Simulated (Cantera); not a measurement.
Charge: 1 mol Ni, 0.39 mol H2S, 44 mol H2, equilibrated at 1650 K and 13.3 mbar.

These are equilibrium values from Cantera (NASA tables, ideal gas, pure condensed phases), not measurements of a reactor. Candidate condensed phases: Ni, NiS, NiS2, Ni3S2, Ni3S4, S; 9 gas species. The numbers say what is thermodynamically allowed, not how fast it happens.

Base state: H2 0.991, H2S 0.00622, S2 0.000839, SH 0.000802, H 0.000783, Ni 8.23e-5, S 4.97e-5, NiS 2.08e-5 (mole fractions); condensed: Ni(s).

### Question
What changes in the equilibrium state with this change: temperature from 1650 K to 925 K?

### Answer
```tsv
species	before	after
H2	0.991	0.998
H2S	0.00622	0.00206
SH	0.000802	2.17e-8
S2	0.000839	3.01e-9
Ni	8.23e-5	<1e-9
H	0.000783	2.25e-9
S	4.97e-5	<1e-9
NiS	2.08e-5	<1e-9
Ni(s), mol	0.995	0.552
Ni3S2(s), mol	0	0.149
```
Metal and sulfide melt together well below either melting point, which pure phases cannot show.

### Question
What changes in the equilibrium state with this change: temperature from 1650 K to 1700 K?

### Answer
```
species       before     after
----------  --------  --------
H2             0.991     0.991
H2S          0.00622   0.00560
H           0.000783   0.00127
Ni           8.23e-5  0.000202
NiS          2.08e-5   4.12e-5
S            4.97e-5   8.67e-5
Ni(s), mol     0.995     0.989
```
